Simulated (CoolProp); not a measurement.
Vapour-liquid equilibrium of methanol (1) + isohexane (2) at 403.9 K; x and y are mole fractions of (1).

The numbers come from the multi-fluid Helmholtz-energy mixture model, de Reuck 1993 and Lemmon 2006; pair parameters Bell 2016 in CoolProp.

```
x      bubble pressure (kPa)  y at the bubble point  dew pressure at overall composition x (kPa)  liquid density (mol/L)
-----  ---------------------  ---------------------  -------------------------------------------  ----------------------
0.05                   747.1                  0.176                                        650.2                   6.430
0.125                  886.5                  0.322                                        705.3                   6.770
0.2                    980.7                  0.408                                        767.7                   7.164
0.275                   1043                  0.464                                        838.2                   7.625
0.35                    1083                  0.505                                        916.6                   8.168
0.425                   1108                  0.537                                         1000                   8.814
0.5                     1123                  0.564                                         1079                   9.586
0.575                   1128                  0.589                                         1126                   10.51
0.65                    1127                  0.616                                         1115                   11.62
0.725                   1115                  0.650                                         1068                   12.96
0.8                     1088                  0.696                                         1009                   14.59
0.875                   1037                  0.766                                        950.1                   16.58
0.95                   946.7                  0.879                                        893.9                   19.04
```

y crosses x between x = 0.575 and 0.65: the model has an azeotrope there.

The pair parameters rest on a limited set of measurements; away from them the model extrapolates. With so large a gap from Raoult's law the liquid may split in two, which this calculation doesn't test in full.
